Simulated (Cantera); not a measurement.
Charge: 1 mol Si₂Cl₆, 0.25 mol NH₃, 35 mol N₂, at 577 °C and 0.0100 bar.

Equilibrium computed with Cantera from the NASA thermochemical tables; the gas is ideal and each condensed phase is pure. Candidate condensed phases: NH₄Cl, Si, Si₃N₄; 28 gas species. The feed counts by its element totals alone. Kinetics and transport are ignored.

Base state: N₂ 0.944, SiCl₄ 0.0361, HCl 0.0190, H₂ 0.000708 (mole fractions); condensed: Si₃N₄(s).

What changes in the equilibrium state with this change: NH₃ from 0.25 to 0.18 mol?


```json
[
 {"species": "N₂", "before": "0.944", "after": "0.948"},
 {"species": "SiCl₄", "before": "0.0361", "after": "0.0375"},
 {"species": "HCl", "before": "0.0190", "after": "0.0140"},
 {"species": "H₂", "before": "0.000708", "after": "0.000377"},
 {"species": "Si₃N₄(s), mol", "before": "0.225", "after": "0.209"}
]
```

What changes in the equilibrium state with this change: NH₃ from 0.25 to 1.3 mol?


```tsv
species	before	after
N₂	0.944	0.893
HCl	0.0190	0.0722
SiCl₄	0.0361	0.0204
H₂	0.000708	0.0139
Si₃N₄(s), mol	0.225	0.401
```

What changes in the equilibrium state with this change: temperature from 577 °C to 1727 °C?


```
species         before     after
-------------  -------  --------
N₂               0.944     0.900
SiCl₂          4.43e-9    0.0483
Cl               <1e-9    0.0294
SiCl₄           0.0361  0.000172
HCl             0.0190    0.0190
H                <1e-9  0.000127
SiCl             <1e-9  0.000108
Cl₂              <1e-9   1.58e-5
Si               <1e-9   1.49e-5
SiCl₃          1.50e-6   0.00269
Si₃N₄(s), mol    0.225         0
```
The tables' values for SiCl₃, SiCl are old estimates; treat these amounts as uncertain.
